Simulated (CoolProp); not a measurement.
Vapour-liquid equilibrium of R134a (1) + cyclopropane (2) at 68.75 °C; x and y are mole fractions of (1).

Model: multi-fluid Helmholtz-energy mixture model, Tillner-Roth 1994 and Polt 1992; pair parameters Bell 2016, in CoolProp. This equation is an older, rougher fit; its heat capacities, sound speeds and derivatives of the liquid may be far off and weren't checked against measurements.

| x | bubble pressure, mixture model (kPa) | bubble pressure, Raoult's law (kPa) | y, mixture model | y, Raoult's law |
|---|---|---|---|---|
| 0.05 | 2175 | 2024 | [?] | 0.051 |
| 0.125 | 2349 | 2026 | 0.197 | 0.127 |
| 0.2 | [?] | 2029 | 0.275 | 0.203 |
| 0.275 | 2552 | 2032 | 0.338 | 0.279 |
| 0.35 | 2606 | 2035 | 0.393 | 0.354 |
| 0.425 | 2635 | 2037 | 0.445 | 0.429 |
| 0.5 | [?] | 2040 | 0.496 | 0.504 |
| 0.575 | [?] | 2043 | [?] | 0.579 |
| 0.65 | 2590 | 2045 | 0.605 | 0.654 |
| 0.725 | 2528 | 2048 | 0.668 | 0.729 |
| 0.8 | 2439 | 2051 | [?] | 0.803 |
| 0.875 | 2322 | 2054 | 0.821 | 0.877 |
| 0.95 | 2174 | 2056 | 0.921 | 0.951 |

Question: What belongs in the gaps?

Answer: 
- 0.05, y, mixture model: 0.094
- 0.2, bubble pressure, mixture model (kPa): 2470
- 0.5, bubble pressure, mixture model (kPa): 2642
- 0.575, bubble pressure, mixture model (kPa): 2627
- 0.575, y, mixture model: 0.549
- 0.8, y, mixture model: 0.739

The largest gap from Raoult's law is +29.5 % in bubble pressure, at x = 0.5. y crosses x between x = 0.425 and 0.5: the model has an azeotrope there.

Pair parameters are fitted to limited data, so mixtures are less certain than the pure fluids.
